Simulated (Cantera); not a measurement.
Charge: 1 mol Ta2O5, 0.73 mol CH4, 0.43 mol H2, equilibrated at 1148.15 K.

These are equilibrium values from Cantera (NASA tables, ideal gas, pure condensed phases), not measurements of a reactor. Candidate condensed phases: C, C6H6, C7H8, C8H18, H2O, Ta, TaC, Ta2O5; 113 gas species. Mutual solubility and eutectic melting of coexisting phases are not modelled. TaC: taken at fixed stoichiometry. Condensed phases not in the tables: Ta2C. The numbers say what is thermodynamically allowed, not how fast it happens.

**Question.** At 10.0 mbar, list the 5 most abundant gas species with their mole fractions, and the condensed phases.

**Answer.** H2 0.783, CO 0.216, H2O 0.000348, CO2 8.13e-5, CH4 3.40e-5. Condensed: TaC(s) + Ta2O5(s).
